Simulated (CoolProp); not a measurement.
Model: reference Helmholtz-energy equation of state, Schroeder 2014, in CoolProp.

### Question
For ethanol, give the phase and the cp (kJ/(kg K)), Joule-Thomson coefficient (K/MPa) at 525.7 K and 0.826 MPa; 579 K and 0.826 MPa.

### Answer
- 525.7 K and 0.826 MPa: gas; cp 2.29, Joule-Thomson coefficient 9.23
- 579 K and 0.826 MPa: gas; cp 2.37, Joule-Thomson coefficient 5.89
